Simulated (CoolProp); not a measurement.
A simple Rankine cycle with toluene: condensing at 313.15 K, boiler at 1.31 MPa, turbine inlet 546.8 K, turbine efficiency 0.65, pump efficiency 0.7, no recuperator. Each further row changes one setting.

Computed with CoolProp (reference Helmholtz-energy equation of state, Lemmon 2006). It is a short technical equation, of lower accuracy than the large ones.

```tsv
case	thermal efficiency (%)	net work (kJ/kg)	heat in (kJ/kg)	turbine exit temperature (K)	volume ratio over the turbine
as stated	(withheld)	(withheld)	750	(withheld)	168
turbine inlet 566.8 K	17.8	141	793	478.4	(withheld)
condensing temperature 305.15 K	18.8	144	764	452.2	242
boiler pressure 0.917 MPa	(withheld)	129	(withheld)	466.7	(withheld)
turbine efficiency 0.55	15.2	114	750	469.6	172
```

Question: Complete the blanks.

Answer: 
- as stated, thermal efficiency (%): 18.0
- as stated, net work (kJ/kg): 135
- as stated, turbine exit temperature (K): 457.5
- turbine inlet 566.8 K, volume ratio over the turbine: 165
- boiler pressure 0.917 MPa, thermal efficiency (%): 17.0
- boiler pressure 0.917 MPa, heat in (kJ/kg): 760
- boiler pressure 0.917 MPa, volume ratio over the turbine: 112
